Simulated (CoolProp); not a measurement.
Vapour-liquid equilibrium of ethylene (1) + isobutane (2) at 0.0846 MPa; x and y are mole fractions of (1).

Computed with CoolProp (multi-fluid Helmholtz-energy mixture model, Smukala 2000 and Bücker 2006; pair parameters Bell 2016).

```
x     bubble temperature (K)  y at the bubble point  dew temperature at overall composition x (K)  liquid density (mol/L)
----  ----------------------  ---------------------  --------------------------------------------  ----------------------
0.05                   234.0                  0.655                                         255.6                   10.96
0.2                    201.3                    ___                                         251.6                   12.39
0.35                     ___                  0.988                                           ___                   13.64
0.5                    179.7                  0.996                                           ___                   14.94
0.65                   174.2                  0.998                                           ___                   16.36
0.8                    170.3                  0.999                                         224.2                   17.95
0.95                     ___                  1.000                                         203.7                   19.74
```

### Question
Fill in the missing entries.

### Answer

- 0.2, y at the bubble point: 0.958
- 0.35, bubble temperature (K): 187.7
- 0.35, dew temperature at overall composition x (K): 246.9
- 0.5, dew temperature at overall composition x (K): 241.4
- 0.65, dew temperature at overall composition x (K): 234.3
- 0.95, bubble temperature (K): 167.2

No azeotrope shows between x = 0.05 and 0.95.

Pair parameters are fitted to limited data, so mixtures are less certain than the pure fluids.
